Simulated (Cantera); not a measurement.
A counterflow diffusion flame at 130000 Pa, nozzles 20 mm apart: fuel side CH3OH : N2 = 1 : 0.6 (molar parts) at 425 K, oxidiser side O2 : N2 = 0.26 : 0.74 (molar parts) at 350 K, fuel mass flux 0.81 times the oxidiser's; mixture-averaged transport, no radiation.

Model: GRI-Mech 3.0 (53 species, 325 reactions), integrated in Cantera. GRI-Mech 3.0 was tuned for natural gas; its chemistry of methanol as a main component is partial and can be far from experiment. GRI-Mech 3.0 has no aromatics or soot, which form on the fuel side of real flames. The maximum strain rate includes the flame's own expansion and is several times the mean.

x: mole fraction; the columns are a selection and need not sum to one.

```tsv
oxidiser flux (kg/m²/s)	max strain (1/s)	mean strain (1/s)	T max (K)	peak x OH	peak x H	peak x NO	peak x CO	peak x C2H2
0.33	133	24.6	2224	0.0102	0.00484	?	0.160	6.80e-5
0.45	174	33.6	2197	0.0105	0.00538	?	0.159	8.44e-5
0.61	228	45.5	2167	0.0107	0.00594	?	0.158	0.000104
0.85	306	63.4	2129	0.0108	0.00655	?	0.156	0.000128
1.2	417	89.5	2089	0.0109	0.00723	?	0.154	0.000156
1.6	542	119	2056	0.0110	0.00782	?	0.152	0.000183
2.2	727	164	2022	0.0110	0.00848	?	0.150	0.000216
```

Fill in the missing entries.


- 0.33, peak x NO: 0.000177
- 0.45, peak x NO: 0.000139
- 0.61, peak x NO: 0.000109
- 0.85, peak x NO: 8.31e-5
- 1.2, peak x NO: 6.46e-5
- 1.6, peak x NO: 5.39e-5
- 2.2, peak x NO: 4.56e-5
